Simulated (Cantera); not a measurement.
Cantera run, input and output.

```python
import numpy as np
import cantera as ct

gas = ct.Solution("SiF4_NH3_mec.yaml", "gas")
gas.TPX = 1475, 9900, {'NH3': 1, 'H2': 0.76}
inlet = ct.Reservoir(gas, clone=True)

reactor = ct.IdealGasConstPressureReactor(gas, energy="off", clone=False)
exhaust = ct.Reservoir(gas, clone=True)
tau = [29, 12, 4.9, 2, 0.81, 0.33, 0.14, 0.055, 0.023, 0.0092, 0.0038][0]
for a, b in ((inlet, reactor), (reactor, exhaust)):
    ct.MassFlowController(a, b, mdot=lambda t: reactor.mass / tau)
net = ct.ReactorNet([reactor])
show = ['NH3', 'H2', 'N2H4', 'H', 'N2', 'N2H2']

rows = []
print(f"{'tau/s':>10s}{'T/K':>9s}" + "".join(f"{s:>11s}" for s in show))
for tau in [29, 12, 4.9, 2, 0.81, 0.33, 0.14, 0.055, 0.023, 0.0092, 0.0038]:
    net.initial_time = 0.0
    net.advance(30 * tau)
    before = gas.X
    net.advance(40 * tau)
    drift = np.max(np.abs(gas.X - before) / (gas.X + 1e-9))
    rows.append([gas.T, *gas[show].X, drift])
    print(f"{tau:10.3e}{gas.T:9.1f}" + "".join(f"{x:11.3e}" for x in gas[show].X))
```

Output:

```
     tau/s      T/K        NH3         H2       N2H4          H         N2       N2H2
 2.900e+01   1475.0  5.210e-01  4.639e-01  1.537e-08  1.277e-05  1.503e-02  1.788e-07
 1.200e+01   1475.0  5.473e-01  4.460e-01  1.648e-08  1.209e-05  6.643e-03  1.947e-07
 4.900e+00   1475.0  5.594e-01  4.377e-01  1.688e-08  1.176e-05  2.774e-03  2.010e-07
 2.000e+00   1475.0  5.646e-01  4.342e-01  1.679e-08  1.152e-05  1.123e-03  2.005e-07
 8.100e-01   1475.0  5.668e-01  4.327e-01  1.611e-08  1.120e-05  4.335e-04  1.924e-07
 3.300e-01   1475.0  5.677e-01  4.322e-01  1.431e-08  1.053e-05  1.548e-04  1.707e-07
 1.400e-01   1475.0  5.680e-01  4.319e-01  1.066e-08  9.067e-06  4.740e-05  1.265e-07
 5.500e-02   1475.0  5.681e-01  4.318e-01  4.563e-09  5.923e-06  7.426e-06  5.346e-08
 2.300e-02   1475.0  5.682e-01  4.318e-01  1.049e-09  2.839e-06  6.595e-07  1.207e-08
 9.200e-03   1475.0  5.682e-01  4.318e-01  1.732e-10  1.157e-06  4.073e-08  1.938e-09
 3.800e-03   1475.0  5.682e-01  4.318e-01  2.916e-11  4.791e-07  2.622e-09  3.107e-10
```

Detailed kinetics in Cantera: the gas-phase N/H chemistry of the illustrative SiF4/NH3 mechanism in the Surface Chemkin manual (1991). Walls and surfaces, which speed up NH3 decomposition in real reactors, are not modelled.
